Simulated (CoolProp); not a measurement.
A single-stage vapour-compression cycle with the fluid: evaporating at 278.15 K (dew point), condensing at 301.15 K (bubble point), superheat 8 K, subcooling 5 K, compressor efficiency 0.85, no pressure losses. The same conditions are run with several fluids, on thermodynamics alone (safety and materials aside).

Values from CoolProp's reference Helmholtz-energy equation of state of each fluid (dimethyl ether: Wu 2011; R236FA: Pan 2012; sulfur dioxide: Gao 2016; propylene: Lemmon 2013; R11: Jacobsen 1992; hydrogen chloride: Thol 2018).

```json
[
 {"fluid": "dimethyl ether", "cooling COP": "9.62", "pressure ratio": "2.03", "discharge temperature (K)": "319.4", "refrigerating effect (kJ/kg)": "398", "volumetric capacity (kJ/m³)": "[?]"},
 {"fluid": "R236FA", "cooling COP": "9.67", "pressure ratio": "2.28", "discharge temperature (K)": "[?]", "refrigerating effect (kJ/kg)": "141", "volumetric capacity (kJ/m³)": "[?]"},
 {"fluid": "sulfur dioxide", "cooling COP": "9.46", "pressure ratio": "2.28", "discharge temperature (K)": "347.8", "refrigerating effect (kJ/kg)": "356", "volumetric capacity (kJ/m³)": "1900"},
 {"fluid": "propylene", "cooling COP": "[?]", "pressure ratio": "1.84", "discharge temperature (K)": "317.1", "refrigerating effect (kJ/kg)": "[?]", "volumetric capacity (kJ/m³)": "4590"},
 {"fluid": "R11", "cooling COP": "9.85", "pressure ratio": "2.37", "discharge temperature (K)": "318.8", "refrigerating effect (kJ/kg)": "177", "volumetric capacity (kJ/m³)": "517"},
 {"fluid": "hydrogen chloride", "cooling COP": "8.04", "pressure ratio": "1.72", "discharge temperature (K)": "336.3", "refrigerating effect (kJ/kg)": "274", "volumetric capacity (kJ/m³)": "[?]"}
]
```

Problem. Fill in the missing entries.

Solution. 
- dimethyl ether, volumetric capacity (kJ/m³): 2620
- R236FA, discharge temperature (K): 307.3
- R236FA, volumetric capacity (kJ/m³): 1250
- propylene, cooling COP: 9.31
- propylene, refrigerating effect (kJ/kg): 337
- hydrogen chloride, volumetric capacity (kJ/m³): 16300
